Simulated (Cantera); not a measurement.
Charge: 1 mol SiO2, 1.2 mol CO, 0.29 mol H2, held at 8.40 bar.

Method: chemical equilibrium by Gibbs-energy minimisation in Cantera with the NASA 1993 tables (ideal gas, pure condensed phases). Candidate condensed phases: C, C6H6, C7H8, C8H18, H2O, Si, SiC, SiO2; 123 gas species. The tables hold silica as quartz up to 1696 K and as liquid above; real silica turns to tridymite and cristobalite and melts near 1996 K. Gases not in the tables: Si(OH)4. Kinetics and transport are ignored.

### Question
Which condensed phases are stable at each of these points (T (K)): 1675, 1775, 1875, 1975, 2075, 2175, 2275?

### Answer
```csv
T (K),condensed phases,Si condensed (%)
1675,C(graphite) + SiO2(β-quartz),100.0
1775,C(graphite) + SiO2(condensed),100.0
1875,SiO2(condensed),99.9
1975,SiO2(condensed),99.8
2075,SiO2(l),99.5
2175,SiO2(l),99.1
2275,SiO2(l),98.4
```

At 1675 K the condensed part is C(graphite) + SiO2(β-quartz). At 1775 K the condensed part is C(graphite) + SiO2(condensed). From 1875 K to 1975 K the condensed part is SiO2(condensed). From 2075 K to 2275 K the condensed part is SiO2(l).
